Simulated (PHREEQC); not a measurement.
A solution holds 2.1 mmol/kgw KOH and 95 mmol/kgw KH2PO4, at 25 °C. Closed to the air; pH follows from the charge balance.

Computed with PHREEQC (ion-association model, phreeqc.dat).

```
quantity                    before    after
------------------------  --------  -------
pH                            5.23     5.94
ionic strength (mol/kgw)    0.0990    0.115
PO4-3 (mol/kgw)           6.12e-10  1.64e-8
```

### Question
What was changed between the two runs?
A) KOH from 0.0021 to 0.0105 mol/kgw
B) KH2PO4 replaced by K3PO4 at the same molality
C) temperature from 25 to 40 °C
D) diluted 5-fold with water
E) temperature from 25 to 45 °C

### Answer
A, KOH from 0.0021 to 0.0105 mol/kgw

No solid was allowed to form.
